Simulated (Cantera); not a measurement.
Equilibrium for abatement and gas-phase synthesis: HCl + O₂ + N₂

Input: 1 mol HCl, 0.32 mol O₂, 2.3 mol N₂, held at 0.100 bar.

Cantera equilibrium calculation (NASA polynomials, part measured and part estimated; ideal gas, pure solids and liquids). Candidate condensed phases: H₂O, NH₄Cl; 29 gas species. Equilibrium is a limit: real reactors are often held back by kinetics, nucleation or transport.

```tsv
T (°C)	x N₂	x HCl	x Cl	x O₂	x H₂O
1525	0.627	0.221	0.0473	0.0732	0.0257
1575	0.626	0.216	0.0527	0.0717	0.0278
1625	0.625	0.211	0.0581	0.0701	0.0300
1675	0.624	0.206	0.0636	0.0684	0.0323
1725	0.622	0.200	0.0691	0.0666	0.0345
1775	0.621	0.195	0.0745	0.0647	0.0368
1825	0.620	0.189	0.0800	0.0628	0.0389
```
x: gas mole fraction; nothing condenses.

From 1525 °C to 1825 °C nothing is condensed.
